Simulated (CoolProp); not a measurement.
R365MFC at 293.15 K and 0.00963 MPa is compressed adiabatically to 0.0478 MPa with isentropic efficiency 0.9. Each further row changes one setting.

Computed with CoolProp (reference Helmholtz-energy equation of state, Lemmon 2016).

```csv
case,work (kJ/kg),final temperature (K),final density (kg/m³)
as stated,?,?,?
efficiency 1,?,?,?
efficiency 0.65,?,335.4,?
```

Question: What belongs in the gaps?

Answer: 
- as stated, work (kJ/kg): 30.4
- as stated, final temperature (K): 324.3
- as stated, final density (kg/m³): 2.67
- efficiency 1, work (kJ/kg): 27.3
- efficiency 1, final temperature (K): 321.4
- efficiency 1, final density (kg/m³): 2.70
- efficiency 0.65, work (kJ/kg): 42.0
- efficiency 0.65, final density (kg/m³): 2.58
